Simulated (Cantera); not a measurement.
Standard-state values (1 bar) from the NASA 1993 polynomials, evaluated with Cantera. Values are per mole of reaction as written; species without (g) are pure solids or liquids, kept so even where they would boil at 1 bar.

Question: Between 300 and 650 K, where is each reaction favourable under standard conditions?
- 4 PH3(g) + 10 N2O(g) ⇌ P4O10 + 12 H(g) + 10 N2(g)

Answer: 
- 4 PH3(g) + 10 N2O(g) ⇌ P4O10 + 12 H(g) + 10 N2(g): ΔG° is -1376 kJ at 300 K and -1576 kJ at 650 K; it stays negative (K > 1). ΔH° is -1160 kJ and ΔS° 641 J/K at 650 K.
